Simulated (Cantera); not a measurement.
A closed system holds: 1 mol Ti(NMe2)4, 1.7 mol C3H8, held at 750 Torr.

Method: chemical equilibrium by Gibbs-energy minimisation in Cantera with the NASA 1993 tables (ideal gas, pure condensed phases). Candidate condensed phases: C, C6H6, C7H8, C8H18, Ti, TiC, TiN; 93 gas species. The feed counts by its element totals alone. TiC: taken at fixed stoichiometry. The numbers say what is thermodynamically allowed, not how fast it happens.

Question: At 1525 °C, list the 7 most abundant gas species with their mole fractions, and the condensed phases.

Answer: H2 0.902, N2 0.0953, HCN 0.00178, CH4 0.000630, H 0.000334, C2H2 (acetylene) 0.000156, HNC 6.73e-5. Condensed: C(graphite) + TiC(s).
